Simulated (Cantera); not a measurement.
A Cantera script and what it prints.

```python
import numpy as np
import cantera as ct

gas_names = """
    O2 NbO2 PbO ZrO2
""".split()
cond_names = """
    Ti(a) Ti(b) Ti(L) Ti2O3(a) Ti2O3(b) Ti2O3(L) Nb(cr) Nb(L) Pb(cr) Pb(L) Zr(a) Zr(b) Zr(L) Li(cr)
    Li(L) Li2O(s) Li2O(L) Ti4O7(s) Ti4O7(L)
""".split()


# ... load() reads the species with a 1 bar reference pressure and builds the phases ...
species = {s.name: s for s in load("nasa_gas.yaml", gas_names) + load("nasa_condensed.yaml", cond_names)}
# Each term lists the table entries of one substance; the one whose range holds T is used.
reactions = {
    '1.333 Ti + O2(g) = 0.6667 Ti2O3':
        [(-1.3333333333333333, ['Ti(a)', 'Ti(b)', 'Ti(L)']), (-1, ['O2']), (0.6666666666666666, ['Ti2O3(a)', 'Ti2O3(b)', 'Ti2O3(L)'])],
    'Nb + O2(g) = NbO2(g)':
        [(-1, ['Nb(cr)', 'Nb(L)']), (-1, ['O2']), (1, ['NbO2'])],
    '2 Pb + O2(g) = 2 PbO(g)':
        [(-2, ['Pb(cr)', 'Pb(L)']), (-1, ['O2']), (2, ['PbO'])],
    'Zr + O2(g) = ZrO2(g)':
        [(-1, ['Zr(a)', 'Zr(b)', 'Zr(L)']), (-1, ['O2']), (1, ['ZrO2'])],
    '4 Li + O2(g) = 2 Li2O':
        [(-4, ['Li(cr)', 'Li(L)']), (-1, ['O2']), (2, ['Li2O(s)', 'Li2O(L)'])],
    '1.143 Ti + O2(g) = 0.2857 Ti4O7':
        [(-1.1428571428571428, ['Ti(a)', 'Ti(b)', 'Ti(L)']), (-1, ['O2']), (0.2857142857142857, ['Ti4O7(s)', 'Ti4O7(L)'])],
}


def pick(names, T):
    return next(species[n] for n in names if species[n].thermo.min_temp <= T <= species[n].thermo.max_temp)


results = []
for label, terms in reactions.items():
    print(label)
    print("     T/K   dH/kJ  dS/(J/K)   dG/kJ   log10 K")
    for T in [898, 998, 1098, 1198, 1298, 1398, 1498, 1598, 1698, 1798]:
        used = [(nu, pick(names, T)) for nu, names in terms]
        dH = sum(nu * s.thermo.h(T) for nu, s in used) / 1e6
        dS = sum(nu * s.thermo.s(T) for nu, s in used) / 1e3
        dG = dH - T * dS / 1e3
        logK = -dG * 1e6 / (ct.gas_constant * T * np.log(10))
        results.append((label, T, dH, dS, dG, logK, [s.name for _, s in used]))
        print(f"{T:8g} {dH:8.1f} {dS:8.1f} {dG:8.1f} {logK:8.2f}")
```

Result:

```
1.333 Ti + O2(g) = 0.6667 Ti2O3
     T/K   dH/kJ  dS/(J/K)   dG/kJ   log10 K
     898  -1002.2   -174.6   -845.5    49.18
     998  -1000.2   -172.5   -828.1    43.34
    1098   -998.7   -171.0   -811.0    38.58
    1198  -1002.2   -174.0   -793.7    34.61
    1298   -999.8   -172.1   -776.4    31.24
    1398   -997.5   -170.4   -759.3    28.37
    1498   -995.4   -168.9   -742.3    25.88
    1598   -993.5   -167.7   -725.5    23.71
    1698   -991.8   -166.6   -708.8    21.80
    1798   -990.3   -165.8   -692.2    20.11
Nb + O2(g) = NbO2(g)
     T/K   dH/kJ  dS/(J/K)   dG/kJ   log10 K
     898   -204.2     23.3   -225.1    13.09
     998   -204.9     22.5   -227.4    11.90
    1098   -205.6     21.9   -229.6    10.92
    1198   -206.4     21.2   -231.8    10.10
    1298   -207.2     20.5   -233.8     9.41
    1398   -208.1     19.9   -235.9     8.81
    1498   -209.0     19.2   -237.8     8.29
    1598   -210.0     18.6   -239.7     7.84
    1698   -211.1     17.9   -241.5     7.43
    1798   -212.2     17.3   -243.3     7.07
2 Pb + O2(g) = 2 PbO(g)
     T/K   dH/kJ  dS/(J/K)   dG/kJ   log10 K
     898    119.3    108.3     22.0    -1.28
     998    117.3    106.2     11.3    -0.59
    1098    115.4    104.4      0.8    -0.04
    1198    113.5    102.7     -9.6     0.42
    1298    111.6    101.2    -19.8     0.80
    1398    109.8     99.9    -29.8     1.11
    1498    108.0     98.6    -39.8     1.39
    1598    106.1     97.4    -49.6     1.62
    1698    104.3     96.3    -59.3     1.82
    1798    102.4     95.2    -68.8     2.00
Zr + O2(g) = ZrO2(g)
     T/K   dH/kJ  dS/(J/K)   dG/kJ   log10 K
     898   -290.3     22.3   -310.2    18.05
     998   -291.2     21.3   -312.4    16.35
    1098   -292.2     20.3   -314.5    14.96
    1198   -297.1     16.0   -316.3    13.79
    1298   -297.8     15.4   -317.8    12.79
    1398   -298.7     14.8   -319.3    11.93
    1498   -299.5     14.2   -320.8    11.19
    1598   -300.5     13.6   -322.2    10.53
    1698   -301.5     12.9   -323.5     9.95
    1798   -302.7     12.3   -324.8     9.43
4 Li + O2(g) = 2 Li2O
     T/K   dH/kJ  dS/(J/K)   dG/kJ   log10 K
     898  -1210.8   -278.4   -960.8    55.89
     998  -1208.8   -276.3   -933.1    48.84
    1098  -1205.7   -274.1   -904.7    43.04
    1198  -1202.7   -271.5   -877.4    38.26
    1298  -1199.4   -268.8   -850.4    34.22
    1398  -1195.8   -266.2   -823.7    30.77
    1498  -1192.0   -263.5   -797.2    27.80
    1598  -1188.0   -261.0   -771.0    25.20
    1698  -1184.0   -258.6   -745.0    22.92
    1798  -1180.0   -256.3   -719.2    20.89
1.143 Ti + O2(g) = 0.2857 Ti4O7
     T/K   dH/kJ  dS/(J/K)   dG/kJ   log10 K
     898   -966.0   -172.2   -811.4    47.20
     998   -964.8   -170.9   -794.2    41.57
    1098   -963.8   -170.0   -777.2    36.97
    1198   -967.3   -173.0   -760.1    33.14
    1298   -965.6   -171.6   -742.8    29.89
    1398   -964.0   -170.4   -725.7    27.12
    1498   -962.5   -169.4   -708.8    24.71
    1598   -961.2   -168.5   -691.9    22.61
    1698   -960.0   -167.8   -675.0    20.77
    1798   -959.0   -167.2   -658.3    19.12
```

Cantera with NASA thermochemical tables; ideal gases at 1 bar, condensed phases pure. Condensed species are held in their standard states even where they would react or evaporate.
